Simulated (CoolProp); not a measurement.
Vapour-liquid equilibrium of dimethyl ether (1) + n-butane (2) at 228.8 K; x and y are mole fractions of (1).

The numbers come from the multi-fluid Helmholtz-energy mixture model, Wu 2011 and Bücker 2006; pair parameters Bell 2016 in CoolProp.

Give the bubble pressure and the first vapour's composition at x = 0.05, 0.2, 0.95. Is there an azeotrope?

x = 0.05: 0.01625 MPa, y = 0.226; x = 0.2: 0.02349 MPa, y = 0.537; x = 0.95: 0.03918 MPa, y = 0.965. No azeotrope shows between x = 0.05 and 0.95.

The pair parameters rest on a limited set of measurements; away from them the model extrapolates.
